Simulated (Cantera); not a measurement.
Cantera run, input and output.

```python
import numpy as np
import cantera as ct

gas = ct.Solution("gri30.yaml")
gas.TPX = 1475, 500000, {'CO': 0.014, 'O2': 0.093, 'H2O': 0.012, 'N2': 1}
reactor = ct.IdealGasConstPressureReactor(gas, energy="off", clone=False)
net = ct.ReactorNet([reactor])
net.rtol, net.atol = 1e-08, 1e-18
show = ['CO', 'O2', 'H2O', 'H2O2', 'OH', 'CO2']
times = np.geomspace(2e-06, 20, 15)

steps = ct.SolutionArray(gas, extra=["t"])
rows = []
print(f"{'t/s':>10s}{'T/K':>9s}{'P/Pa':>11s}" + "".join(f"{s:>11s}" for s in show))
for t in times:
    while net.time < t:
        t_next = net.step()
        steps.append(gas.state, t=t_next)
    rows.append([np.interp(t, steps.t, y) for y in (steps.T, steps.P, *steps(*show).X.T)])
    print(f"{t:10.3e}{rows[-1][0]:9.1f}{rows[-1][1]:11.4g}" + "".join(f"{x:11.3e}" for x in rows[-1][2:]))
rate = np.gradient(steps.T, steps.t)
print("integrator steps:", len(steps.t))
if steps.T.max() > steps.T[0] + 200:
    print(f"time of steepest temperature rise: {steps.t[rate.argmax()]:.4e} s")
gas.TPX = 1475, 500000, {'CO': 0.014, 'O2': 0.093, 'H2O': 0.012, 'N2': 1}
gas.equilibrate("TP")
print(f"equilibrium (TP): T = {gas.T:.1f} K  " + "  ".join(f"{s} {gas[s].X[0]:.3e}" for s in show))
```

It prints:

```
       t/s      T/K       P/Pa         CO         O2        H2O       H2O2         OH        CO2
 2.000e-06   1475.0      5e+05  1.251e-02  8.311e-02  1.072e-02  8.370e-13  2.277e-09  1.795e-08
 6.325e-06   1475.0      5e+05  1.251e-02  8.311e-02  1.072e-02  5.553e-12  1.480e-08  6.267e-08
 2.000e-05   1475.0      5e+05  1.251e-02  8.311e-02  1.072e-02  5.307e-11  1.264e-07  3.438e-07
 6.325e-05   1475.0      5e+05  1.250e-02  8.310e-02  1.072e-02  2.892e-09  4.008e-06  1.090e-05
 2.000e-04   1475.0      5e+05  9.074e-03  8.119e-02  1.052e-02  3.918e-07  2.942e-04  3.455e-03
 6.325e-04   1475.0      5e+05  2.153e-03  7.822e-02  1.068e-02  1.666e-07  1.657e-04  1.042e-02
 2.000e-03   1475.0      5e+05  2.694e-04  7.743e-02  1.075e-02  3.814e-08  6.922e-05  1.232e-02
 6.325e-03   1475.0      5e+05  2.141e-05  7.734e-02  1.078e-02  6.408e-09  2.603e-05  1.257e-02
 2.000e-02   1475.0      5e+05  8.968e-07  7.733e-02  1.079e-02  1.583e-09  1.245e-05  1.259e-02
 6.325e-02   1475.0      5e+05  6.923e-08  7.733e-02  1.079e-02  1.206e-09  1.078e-05  1.259e-02
 2.000e-01   1475.0      5e+05  6.812e-08  7.733e-02  1.079e-02  1.203e-09  1.076e-05  1.259e-02
 6.325e-01   1475.0      5e+05  6.812e-08  7.733e-02  1.079e-02  1.203e-09  1.076e-05  1.259e-02
 2.000e+00   1475.0      5e+05  6.812e-08  7.733e-02  1.079e-02  1.203e-09  1.076e-05  1.259e-02
 6.325e+00   1475.0      5e+05  6.812e-08  7.733e-02  1.079e-02  1.203e-09  1.076e-05  1.259e-02
 2.000e+01   1475.0      5e+05  6.812e-08  7.733e-02  1.079e-02  1.203e-09  1.076e-05  1.259e-02
integrator steps: 1222
equilibrium (TP): T = 1475.0 K  CO 6.828e-08  O2 7.698e-02  H2O 1.079e-02  H2O2 1.200e-09  OH 1.075e-05  CO2 1.259e-02
```

Detailed kinetics in Cantera: GRI-Mech 3.0 (53 species, 325 reactions).
